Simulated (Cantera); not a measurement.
An isothermal, constant-pressure homogeneous reactor starts with NO : N₂ = 1 : 4.3 (molar parts), at 1850 K and 0.0390 bar. Integrator tolerance rtol = 1e-08.

Computed with Cantera and GRI-Mech 3.0 (53 species, 325 reactions). Radical loss at walls, strong at low pressure, is not modelled.

Problem. What does this change do: temperature 1850 to 1925 K?

Solution. 
```
quantity                                            before                                      after
----------------  ----------------------------------------  -----------------------------------------
x(NO) at 3.00 s      0.184 (gas-phase equilibrium 0.00350)      0.177 (gas-phase equilibrium 0.00439)
x(O) at 3.00 s    7.47e-5 (gas-phase equilibrium 0.000299)  0.000184 (gas-phase equilibrium 0.000568)
x(N₂) at 3.00 s        0.814 (gas-phase equilibrium 0.904)        0.817 (gas-phase equilibrium 0.903)
x(N₂O) at 3.00 s   1.34e-5 (gas-phase equilibrium 4.22e-8)    1.26e-5 (gas-phase equilibrium 5.26e-8)
x(NO₂) at 3.00 s   1.11e-5 (gas-phase equilibrium 1.04e-6)    1.25e-5 (gas-phase equilibrium 1.13e-6)
```
